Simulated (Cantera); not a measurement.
An isothermal, constant-pressure homogeneous reactor starts with C₃H₈ : H₂ = 1 : 5.8 (molar parts), at 1925 K and 13300 Pa.

Computed with Cantera and GRI-Mech 3.0 (53 species, 325 reactions). GRI-Mech 3.0 was tuned for natural gas; its chemistry of propane as a main component is partial and can be far from experiment. GRI-Mech 3.0 stops at C3 and has no aromatics, soot or wall deposition, so with more carbon than oxygen in the feed, carbon stays in small species such as C2H2 where larger ones or solid carbon would form.

One state of this run: x C₃H₈ = 1.84e-10; x H₂ = 0.836; x C₂H₂ = 0.148; x C₂H = 5.75e-6; x CH₃ = 0.000669. x: mole fraction; the columns are a selection and need not sum to one.

Which value of t (s) does it belong to?
A) 7.66e-6
B) 0.000431
C) 0.00632
D) 0.0242

D, 0.0242
